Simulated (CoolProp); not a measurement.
A Linde-Hampson liquefier for carbon monoxide: isothermal reversible compression at 300 K from 1 atm to 20 MPa, throttling to 1 atm, return gas leaving the recuperator 0 K below the feed. Each further row changes one setting.

Computed with CoolProp (reference Helmholtz-energy equation of state, Lemmon 2006). It is a short technical equation, of lower accuracy than the large ones.

```tsv
case	liquid yield per pass	compression work (kJ/kg of gas)
as stated	[?]	470
high pressure 40 MPa	0.105	539
warm-end temperature 330 K	[?]	520
warm-end gap 5 K	[?]	470
```

Question: Complete the blanks.

Answer: 
- as stated, liquid yield per pass: 0.085
- warm-end temperature 330 K, liquid yield per pass: 0.063
- warm-end gap 5 K, liquid yield per pass: 0.074
